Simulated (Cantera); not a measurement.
Input (Python, Cantera) and output of one run.

```python
import numpy as np
import cantera as ct

gas_names = """
    H HO2 H2 H2O H2O2 O OH O2 O3 V VO VO2
""".split()
cond_names = """
    H2O(s) H2O(L) V(cr) V(L) VO(s) VO(L) V2O3(s) V2O3(L) V2O4(I) V2O4(II) V2O4(L) V2O5(s) V2O5(L)
""".split()


# ... load() reads the species with a 1 bar reference pressure and builds the phases ...
atoms = {
    'V2O5': {'V': 2, 'O': 5},
    'H2': {'H': 2},
    'H2O': {'H': 2, 'O': 1},
}
top_T = {}  # K; cautious upper limits of use, not melting points


# ... equilibrate(T, P, feed) seeds the gas with the atoms and calls Mixture.equilibrate('TP', solver="vcs", rtol=1e-11, max_steps=5000) ...
results = []
feed = {'V2O5': 1, 'H2': 1300, 'H2O': 0.051}  # mol
P = 90000  # Pa
for T in [1175, 1200, 1225, 1250, 1275, 1300, 1325, 1350, 1375, 1400]:
    mix = equilibrate(T, P, feed)
    results.append((T, P, feed, dict(zip(mix.species_names, mix.species_moles))))

top = {s: max(r[3][s] / sum(r[3][g] for g in gas_names) for r in results) for s in gas_names}
cols = sorted((s for s in top if top[s] > 0.0001), key=lambda s: -top[s])[:6]
seen = [c for c in cond_names if any(r[3].get(c, 0) > 1e-12 for r in results)]
print("log10 of partial pressures in bar; condensed amounts in mol")
print(f"{'T/K':>10s}" + "".join(f"{s[:9]:>10s}" for s in cols + seen))
for T, P, feed, n in results:
    ng = sum(n[g] for g in gas_names)
    print(f"{T:10.4g}" + "".join(f"{np.log10(max(n[s] / ng * P / 1e5, 1e-99)):10.3f}" for s in cols)
          + "".join(f"{n.get(c, 0):10.4g}" for c in seen))
```

It prints:

```
log10 of partial pressures in bar; condensed amounts in mol
       T/K        H2       H2O     VO(s)   V2O3(s)
      1175    -0.046    -2.848         0         1
      1200    -0.046    -2.848         0         1
      1225    -0.046    -2.848         0         1
      1250    -0.046    -2.848         0         1
      1275    -0.046    -2.848         0         1
      1300    -0.046    -2.848         0         1
      1325    -0.046    -2.848         0         1
      1350    -0.046    -2.848         0         1
      1375    -0.047    -2.814    0.3337    0.8332
      1400    -0.047    -2.743     1.116    0.4419
```

These are equilibrium values from Cantera (NASA tables, ideal gas, pure condensed phases), not measurements of a reactor. Mutual solubility and eutectic melting of coexisting phases are not modelled. VO: taken at fixed stoichiometry. Condensed phases not in the tables: the oxides between V2O3 and V2O5 other than VO2.
